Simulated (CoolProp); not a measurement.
Vapour-liquid equilibrium of carbon dioxide (1) + R134a (2) at 255.3 K; x and y are mole fractions of (1).

Computed with CoolProp (multi-fluid Helmholtz-energy mixture model, Span 1996 and Tillner-Roth 1994; pair parameters Bell 2016).

```csv
x,"bubble pressure, mixture model (MPa)","bubble pressure, Raoult's law (MPa)","y, mixture model","y, Raoult's law"
0.05,0.2197,0.2434,0.356,0.432
0.15,0.3888,0.4392,0.662,0.718
0.25,0.5765,0.6350,0.790,0.828
0.35,0.7729,0.8308,0.858,0.886
0.45,0.9713,1.027,0.899,0.922
0.55,1.168,1.222,0.927,0.946
0.65,1.364,1.418,0.948,0.964
0.75,1.561,1.614,0.964,0.977
0.85,1.766,1.810,0.979,0.988
0.95,1.985,2.005,0.993,0.996
```

The largest gap from Raoult's law is -11.5 % in bubble pressure, at x = 0.15. No azeotrope shows between x = 0.05 and 0.95.

The pair parameters rest on a limited set of measurements; away from them the model extrapolates.
